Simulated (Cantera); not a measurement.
# Equilibrium for sublimation and decomposition of ceramics: AlN + C + N2

Charge: 1 mol AlN, 0.96 mol C, 2.8 mol N2, at 1.60 bar.

Equilibrium computed with Cantera from the NASA thermochemical tables; the gas is ideal and each condensed phase is pure. Candidate condensed phases: Al, AlN, C; 16 gas species. The numbers say what is thermodynamically allowed, not how fast it happens.

```tsv
T (°C)	x N2	x Al	x Al2	x CN	x C2N2	n AlN(s)	n C(graphite)
2377	0.887	0.112	0.000473	0.000248	0.000161	0.620	0.958
2402	0.850	0.149	0.000777	0.000292	0.000176	0.456	0.958
2427	0.799	0.199	0.00129	0.000339	0.000188	0.192	0.957
2452	0.768	0.230	0.00160	0.000396	0.000206	0	0.956
2477	0.768	0.230	0.00149	0.000471	0.000233	0	0.956
2502	0.768	0.230	0.00140	0.000558	0.000263	0	0.955
2527	0.768	0.230	0.00131	0.000659	0.000297	0	0.954
2552	0.767	0.230	0.00123	0.000775	0.000334	0	0.953
2577	0.767	0.230	0.00115	0.000911	0.000375	0	0.952
```
x: gas mole fraction; n: condensed amount in mol.

From 2377 °C to 2427 °C the condensed part is AlN(s) + C(graphite). From 2452 °C to 2577 °C the condensed part is C(graphite). The main Al-bearing gas is Al throughout.
